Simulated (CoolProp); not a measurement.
The fluid at 416.91 K and 0.343 MPa flows at 0.58 m/s in a round tube of 10 mm bore and 45 µm roughness, fully developed (64/Re and Nu = 3.66 if laminar; Colebrook and Gnielinski if turbulent). The same conditions are run with several fluids, on thermodynamics alone (safety and materials aside).

Values from CoolProp's reference Helmholtz-energy equation of state of each fluid (c-C4F8 (RC318): Platzer 1990; propylene: Lemmon 2013; R123: Younglove 1994). The equations of Platzer and Polt are older, rougher fits.

```
fluid           Reynolds number  Darcy friction factor  pressure drop (Pa/m)  heat-transfer coefficient (W/(m² K))  mass flow (kg/h)
--------------  ---------------  ---------------------  --------------------  ------------------------------------  ----------------
c-C4F8 (RC318)             7340                 0.0390                  13.4                                  56.4               ___
propylene                  2050                    ___                   ___                                  11.5               ___
R123                        ___                    ___                  10.7                                  38.0              2.60
```

**Question.** What belongs in the gaps?

**Answer.** 
- c-C4F8 (RC318), mass flow (kg/h): 3.35
- propylene, Darcy friction factor: 0.0312
- propylene, pressure drop (Pa/m): 2.23
- propylene, mass flow (kg/h): 0.695
- R123, Reynolds number: 6220
- R123, Darcy friction factor: 0.0403

Transport values come from each fluid's own correlations; those of c-C4F8 (RC318), propylene are estimates that may be off by 10 % or more.
